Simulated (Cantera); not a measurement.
A freely propagating, adiabatic, planar premixed flame of C3H8 : O2 : N2 = 1 : 6.49 : 22.1 (molar parts), equivalence ratio 0.77, unburnt at 375 K and 10000 Pa; mixture-averaged transport, grid criteria slope 0.08 and curve 0.16, no radiation.

Detailed kinetics in Cantera: GRI-Mech 3.0 (53 species, 325 reactions). GRI-Mech 3.0 was tuned for natural gas; its chemistry of propane as a main component is partial and can be far from experiment. Burning velocities carry a grid error of a few per cent, more on coarse grids.

**Question.** Predict: laminar burning velocity; thermal thickness; peak x(CH2CO); peak x(C2H2); peak x(H2).

**Answer.** 
- laminar burning velocity: 92.4 cm/s
- thermal thickness: 2.52 mm
- peak x(CH2CO): 0.000939
- peak x(C2H2): 0.000617
- peak x(H2): 0.0180
